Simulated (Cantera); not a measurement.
Input: 1 mol Si3N4, 0.22 mol H2, equilibrated at 5.00 bar.

These are equilibrium values from Cantera (NASA tables, ideal gas, pure condensed phases), not measurements of a reactor. Candidate condensed phases: Si, Si3N4; 18 gas species. Mutual solubility and eutectic melting of coexisting phases are not modelled. Gases not in the tables: Si2H6 and higher silanes. Rates play no part. All values below are at 1848 K.

Base state: H2 0.996, N2 0.00377, H 0.000237, SiH2 4.14e-5 (mole fractions); condensed: Si(l) + Si3N4(s).

What changes in the equilibrium state with this change: Si3N4 replaced by BN?


```tsv
species	before	after
H2	0.996	1.000
H	0.000237	0.000237
BH2	0	4.71e-5
N2	0.00377	3.00e-5
SiH2	4.14e-5	0
BH3	0	1.35e-5
Si(l), mol	0.00124	0
Si3N4(s), mol	1.000	0
BN(s), mol	0	1.000
```
The tables' values for BH2 are old estimates; treat these amounts as uncertain. Gases not in the tables: B2H6 and higher boranes. Further candidate phases: B, BN.
